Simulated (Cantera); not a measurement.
Cantera run, input and output.

```python
import numpy as np
import cantera as ct

gas = ct.Solution("gri30.yaml")
gas.TPX = 1850, 1000000, {'CH4': 1, 'CO2': 2.3, 'H2O': 0.31}
reactor = ct.IdealGasConstPressureReactor(gas, energy="off", clone=False)
net = ct.ReactorNet([reactor])
net.rtol, net.atol = 1e-08, 1e-18
show = ['CH4', 'CO2', 'CH3', 'H2O2', 'H2', 'HCO', 'C2H']
times = np.geomspace(0.0006, 8, 14)

steps = ct.SolutionArray(gas, extra=["t"])
rows = []
print(f"{'t/s':>10s}{'T/K':>9s}{'P/Pa':>11s}" + "".join(f"{s:>11s}" for s in show))
for t in times:
    while net.time < t:
        t_next = net.step()
        steps.append(gas.state, t=t_next)
    rows.append([np.interp(t, steps.t, y) for y in (steps.T, steps.P, *steps(*show).X.T)])
    print(f"{t:10.3e}{rows[-1][0]:9.1f}{rows[-1][1]:11.4g}" + "".join(f"{x:11.3e}" for x in rows[-1][2:]))
rate = np.gradient(steps.T, steps.t)
print("integrator steps:", len(steps.t))
if steps.T.max() > steps.T[0] + 200:
    print(f"time of steepest temperature rise: {steps.t[rate.argmax()]:.4e} s")
gas.TPX = 1850, 1000000, {'CH4': 1, 'CO2': 2.3, 'H2O': 0.31}
gas.equilibrate("TP")
print(f"equilibrium (TP): T = {gas.T:.1f} K  " + "  ".join(f"{s} {gas[s].X[0]:.3e}" for s in show))
```

Output:

```
       t/s      T/K       P/Pa        CH4        CO2        CH3       H2O2         H2        HCO        C2H
 6.000e-04   1850.0      1e+06  8.215e-02  4.281e-01  6.684e-04  2.728e-11  1.242e-01  6.800e-08  3.392e-07
 1.246e-03   1850.0      1e+06  4.244e-02  3.235e-01  4.152e-04  5.510e-11  1.039e-01  8.286e-08  4.462e-07
 2.587e-03   1850.0      1e+06  2.120e-02  2.443e-01  2.388e-04  7.759e-11  9.830e-02  1.022e-07  4.597e-07
 5.371e-03   1850.0      1e+06  1.564e-02  1.987e-01  1.626e-04  5.829e-11  1.203e-01  1.232e-07  3.150e-07
 1.115e-02   1850.0      1e+06  1.304e-02  1.614e-01  1.183e-04  3.663e-11  1.512e-01  1.475e-07  1.688e-07
 2.316e-02   1850.0      1e+06  9.484e-03  1.311e-01  7.694e-05  2.362e-11  1.831e-01  1.729e-07  7.046e-08
 4.808e-02   1850.0      1e+06  5.192e-03  1.113e-01  3.904e-05  1.702e-11  2.086e-01  1.922e-07  1.834e-08
 9.983e-02   1850.0      1e+06  1.470e-03  1.025e-01  1.064e-05  1.450e-11  2.220e-01  2.009e-07  1.530e-09
 2.073e-01   1850.0      1e+06  7.038e-05  1.006e-01  5.081e-07  1.420e-11  2.252e-01  2.037e-07  5.139e-12
 4.304e-01   1850.0      1e+06  4.672e-07  1.006e-01  3.387e-09  1.430e-11  2.253e-01  2.046e-07  4.700e-16
 8.937e-01   1850.0      1e+06  4.021e-07  1.006e-01  2.915e-09  1.430e-11  2.253e-01  2.046e-07  3.608e-16
 1.856e+00   1850.0      1e+06  4.021e-07  1.006e-01  2.915e-09  1.430e-11  2.253e-01  2.046e-07  3.608e-16
 3.853e+00   1850.0      1e+06  4.021e-07  1.006e-01  2.915e-09  1.430e-11  2.253e-01  2.046e-07  3.608e-16
 8.000e+00   1850.0      1e+06  4.021e-07  1.006e-01  2.915e-09  1.430e-11  2.253e-01  2.046e-07  3.608e-16
integrator steps: 2250
equilibrium (TP): T = 1850.0 K  CH4 4.306e-07  CO2 1.006e-01  CH3 3.122e-09  H2O2 1.430e-11  H2 2.253e-01  HCO 2.046e-07  C2H 3.894e-16
```

Detailed kinetics in Cantera: GRI-Mech 3.0 (53 species, 325 reactions).
